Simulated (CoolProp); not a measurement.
A single-stage vapour-compression cycle with R13: evaporating at 237.15 K (dew point), condensing at 292.15 K (bubble point), superheat 10 K, subcooling 2 K, compressor efficiency 0.7, no pressure losses. Each further row changes one setting.

The numbers come from the reference Helmholtz-energy equation of state, Platzer 1990 in CoolProp. This equation is an older, rougher fit; its heat capacities, sound speeds and derivatives of the liquid may be far off and weren't checked against measurements.

```
case                              cooling COP  pressure ratio  discharge temperature (K)  refrigerating effect (kJ/kg)  volumetric capacity (kJ/m³)
--------------------------------  -----------  --------------  -------------------------  ----------------------------  ---------------------------
as stated                                1.75            4.50                      329.6                          67.0                         2710
evaporating temperature 242.15 K         2.03            3.82                      326.5                          68.7                         3270
condensing temperature 287.15 K          2.11            4.01                      322.7                          74.3                         3010
subcooling 7 K                           1.96            4.50                      329.6                          75.1                         3040
superheat 20 K                           1.80            4.50                      340.2                          73.8                         2810
compressor efficiency 0.6                1.50            4.50                      336.8                          67.0                         2710
```
